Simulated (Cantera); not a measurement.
An isothermal plug-flow reactor at 923 K and 101000 Pa (inlet), inlet velocity 0.53 m/s, active area per volume 510 1/m; feed H2 : O2 : N2 = 0.014 : 0.013 : 0.79 (molar parts), equivalence ratio 0.54.

Cantera simulation using Deutschmann's 1995 Pt surface mechanism with GRI-Mech 3.0 gas chemistry; the numbers are that mechanism's predictions, not measurements. Catalytic surfaces can have several steady states; this one follows from the mechanism file's or the stated starting coverage. Mass transfer to the wall is taken as infinitely fast.

x: gas mole fraction; θ: surface coverage.

| z (m) | x H2 | x O2 | x H2O | θ free Pt | θ H* | θ O* | θ OH* |
|---|---|---|---|---|---|---|---|
| 3.7e-05 | 0.00869 | 0.0117 | 0.00852 | 0.994 | 0.00595 | 8.42e-6 | 1.80e-5 |
| 7.1e-05 | 0.00326 | 0.00903 | 0.0140 | 0.750 | 3.41e-6 | 0.247 | 0.00348 |
| 0.00014 | … | 0.00792 | 0.0162 | … | … | … | 0.00370 |
| 0.00027 | 0.000283 | 0.00755 | 0.0170 | 0.258 | 3.74e-7 | 0.739 | 0.00347 |
| 0.00051 | 3.43e-5 | 0.00742 | 0.0172 | 0.242 | 3.36e-7 | 0.755 | 0.00340 |
| 0.00099 | 5.68e-7 | 0.00741 | 0.0173 | 0.240 | 3.31e-7 | 0.757 | 0.00339 |
| 0.0019 | 2.81e-10 | 0.00741 | 0.0173 | 0.240 | 3.31e-7 | 0.757 | 0.00339 |
| 0.0037 | 3.93e-11 | 0.00741 | 0.0173 | 0.240 | 3.31e-7 | 0.757 | 0.00339 |

### Question
Fill in the missing entries.

### Answer

- 0.00014, x H2: 0.00104
- 0.00014, θ free Pt: 0.333
- 0.00014, θ H*: 5.79e-7
- 0.00014, θ O*: 0.664
